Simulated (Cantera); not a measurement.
**Ignition delay**

Mixture: CH₄ : O₂ : N₂ = 1 : 1.43 : 4 (molar parts), equivalence ratio 1.4, at 1.00 bar, adiabatic and at constant pressure. Ignition delay is the time to a rise of 400 K.

Computed with Cantera and GRI-Mech 3.0 (53 species, 325 reactions).

```tsv
T0 (K)	delay (ms)
1200	42.8
1275	15.2
1350	5.82
1425	2.40
1500	1.07
1575	0.520
1650	0.275
1725	0.157
1800	0.0954
1875	0.0612
```

```
Item                                                     Value
--------------------------------------------------  ----------
apparent activation energy between 1725 and 1875 K  170 kJ/mol
```
